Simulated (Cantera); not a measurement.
Feed: 1 mol FeS, 1.1 mol SO₃, 16 mol N₂, held at 0.360 bar.

Method: chemical equilibrium by Gibbs-energy minimisation in Cantera with the NASA 1993 tables (ideal gas, pure condensed phases). Candidate condensed phases: Fe, FeO, FeS, FeSO₄, FeS₂, Fe₂O₃, Fe₂(SO₄)₃, Fe₃O₄, S; 19 gas species. Metal and sulfide melt together well below either melting point, which pure phases cannot show. Mutual solubility and eutectic melting of coexisting phases are not modelled. The tables' stoichiometric FeO is somewhat more stable than real wüstite, so its field is too wide. FeO, FeS: taken at fixed stoichiometry. Gases not in the tables: S₃ to S₇. Kinetics and transport are ignored.

**Question.** Which condensed phases are stable at each of these points (T (°C)): 777, 827, 877, 927, 977, 1027, 1077, 1127, 1177, 1227, 1277, 1327, 1377, 1427?

**Answer.** 
| T (°C) | condensed phases | Fe condensed (%) |
|---|---|---|
| 777 | FeS(s) + Fe₃O₄(s) | 100.0 |
| 827 | FeS(s) + Fe₃O₄(s) | 100.0 |
| 877 | FeS(s) + Fe₃O₄(s) | 100.0 |
| 927 | FeS(s) + Fe₃O₄(s) | 100.0 |
| 977 | FeS(s) + Fe₃O₄(s) | 100.0 |
| 1027 | FeO(s) + FeS(s) | 100.0 |
| 1077 | FeO(s) + FeS(s) | 100.0 |
| 1127 | FeO(s) + FeS(s) | 100.0 |
| 1177 | FeO(s) + FeS(s) | 100.0 |
| 1227 | FeO(s) | 100.0 |
| 1277 | FeO(s) | 100.0 |
| 1327 | FeO(s) | 100.0 |
| 1377 | FeO(l) | 100.0 |
| 1427 | FeO(l) | 100.0 |

From 777 °C to 977 °C the condensed part is FeS(s) + Fe₃O₄(s). From 1027 °C to 1177 °C the condensed part is FeO(s) + FeS(s). From 1227 °C to 1327 °C the condensed part is FeO(s). From 1377 °C to 1427 °C the condensed part is FeO(l).
